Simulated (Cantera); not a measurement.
An adiabatic, constant-volume homogeneous reactor starts with CO : H2 : CH4 : O2 : N2 = 0.79 : 0.35 : 0.038 : 1.39 : 5.23 (molar parts), equivalence ratio 0.46, at 1498 K and 100000 Pa.

Computed with Cantera and GRI-Mech 3.0 (53 species, 325 reactions).

x: mole fraction; the columns are a selection and need not sum to one.

| t (s) | T (K) | P (bar) | x CO | x H2 | x CH4 | x NO2 | x CO2 | x NO |
|---|---|---|---|---|---|---|---|---|
| 1.00e-6 | 1498 | 1.00 | 0.101 | 0.0449 | 0.00487 | <1e-12 | 4.24e-8 | <1e-12 |
| 3.80e-6 | 1498 | 1.000 | 0.101 | 0.0449 | 0.00487 | <1e-12 | 2.70e-7 | <1e-12 |
| 1.44e-5 | 1498 | 1.00 | 0.101 | 0.0446 | 0.00481 | <1e-12 | 4.67e-5 | 9.66e-12 |
| 5.48e-5 | 1995 | 1.31 | 0.0483 | 0.00455 | <1e-12 | ? | 0.0598 | 2.61e-5 |
| 0.000208 | 2525 | 1.60 | 0.0256 | 0.00216 | <1e-12 | ? | 0.0861 | 0.000475 |
| 0.000790 | 2648 | 1.67 | 0.0179 | 0.00143 | <1e-12 | ? | 0.0947 | 0.00350 |
| 0.00300 | 2637 | 1.66 | 0.0174 | 0.00140 | <1e-12 | ? | 0.0953 | 0.0114 |
| 0.0114 | 2628 | 1.65 | 0.0170 | 0.00137 | <1e-12 | 1.21e-5 | 0.0957 | 0.0179 |
| 0.0433 | 2627 | 1.65 | 0.0170 | 0.00137 | <1e-12 | 1.24e-5 | 0.0958 | 0.0182 |
| 0.164 | 2627 | 1.65 | 0.0170 | 0.00137 | <1e-12 | 1.24e-5 | 0.0958 | 0.0182 |
| 0.624 | 2627 | 1.65 | 0.0170 | 0.00137 | <1e-12 | 1.24e-5 | 0.0958 | 0.0182 |
| 2.37 | 2627 | 1.65 | 0.0170 | 0.00137 | <1e-12 | 1.24e-5 | 0.0958 | 0.0182 |
| 9.00 | 2627 | 1.65 | 0.0170 | 0.00137 | <1e-12 | 1.24e-5 | 0.0958 | 0.0182 |

### Question
Complete the blanks.

### Answer

- 5.48e-5, x NO2: 1.02e-8
- 0.000208, x NO2: 2.95e-7
- 0.000790, x NO2: 2.42e-6
- 0.00300, x NO2: 7.81e-6
